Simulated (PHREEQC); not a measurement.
0.013 g of hydrous ferric oxide (600 m²/g; 0.2 weak and 0.005 strong sites per Fe, Dzombak-Morel constants, diffuse double layer) in 1 kg of water with 0.01 mol/kgw of an inert sodium salt, at 25 °C; the pH is set by adding NaOH or the inert anion's acid. Oxygen alone is held at its pressure in air (log pO2 = -0.68). CO2 from the air is kept out. No solid was allowed to form.

Model: ion-association model, wateq4f.dat, run in PHREEQC.

```json
[
 {"pH": "4", "surface charge σ (C/m²)": "0.216", "surface potential ψ (mV)": "185"},
 {"pH": "4.67", "surface charge σ (C/m²)": "0.143", "surface potential ψ (mV)": "164"},
 {"pH": "5.33", "surface charge σ (C/m²)": "0.088", "surface potential ψ (mV)": "139"},
 {"pH": "6", "surface charge σ (C/m²)": "0.049", "surface potential ψ (mV)": "110"},
 {"pH": "6.67", "surface charge σ (C/m²)": "0.025", "surface potential ψ (mV)": "78"},
 {"pH": "7.33", "surface charge σ (C/m²)": "0.011", "surface potential ψ (mV)": "43"},
 {"pH": "8", "surface charge σ (C/m²)": "0.001", "surface potential ψ (mV)": "6"},
 {"pH": "8.67", "surface charge σ (C/m²)": "-0.007", "surface potential ψ (mV)": "-31"},
 {"pH": "9.33", "surface charge σ (C/m²)": "-0.020", "surface potential ψ (mV)": "-66"},
 {"pH": "10", "surface charge σ (C/m²)": "-0.040", "surface potential ψ (mV)": "-100"},
 {"pH": "10.67", "surface charge σ (C/m²)": "-0.075", "surface potential ψ (mV)": "-130"},
 {"pH": "11.33", "surface charge σ (C/m²)": "-0.131", "surface potential ψ (mV)": "-154"},
 {"pH": "12", "surface charge σ (C/m²)": "-0.229", "surface potential ψ (mV)": "-168"}
]
```
